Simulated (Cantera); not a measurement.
**Thermodynamics of silicon carbide growth, feed Si(CH3)4 + H2**

A closed system holds: 1 mol Si(CH3)4, 640 mol H2, at 925 K.

Method: chemical equilibrium by Gibbs-energy minimisation in Cantera with the NASA 1993 tables (ideal gas, pure condensed phases). Candidate condensed phases: C, C6H6, C7H8, C8H18, Si, SiC; 87 gas species. Rates play no part.

```tsv
P (Pa)	x H2	x CH4	x H	x C2H4	x SiH4	x C2H6	n C(graphite)	n SiC(s)
100	1.000	0.000227	8.23e-9	4.06e-10	<1e-12	4.46e-12	2.85	1.00
240	0.999	0.000544	5.31e-9	9.73e-10	<1e-12	2.57e-11	2.65	1.00
560	0.999	0.00127	3.48e-9	2.27e-9	<1e-12	1.39e-10	2.18	1.00
1300	0.997	0.00293	2.28e-9	5.25e-9	<1e-12	7.47e-10	1.11	1.00
3200	0.995	0.00467	1.45e-9	5.41e-9	3.07e-12	1.89e-9	0	1.00
7500	0.995	0.00467	9.49e-10	2.31e-9	1.69e-11	1.89e-9	0	1.00
18000	0.995	0.00467	6.12e-10	9.62e-10	9.72e-11	1.89e-9	0	1.00
42000	0.995	0.00467	4.01e-10	4.12e-10	5.29e-10	1.89e-9	0	1.00
100000	0.995	0.00467	2.60e-10	1.73e-10	3.00e-9	1.89e-9	0	1.000
```
x: gas mole fraction; n: condensed amount in mol.

From 0.00100 bar to 0.0130 bar the condensed part is C(graphite) + SiC(s). From 0.0320 bar to 1.00 bar the condensed part is SiC(s).
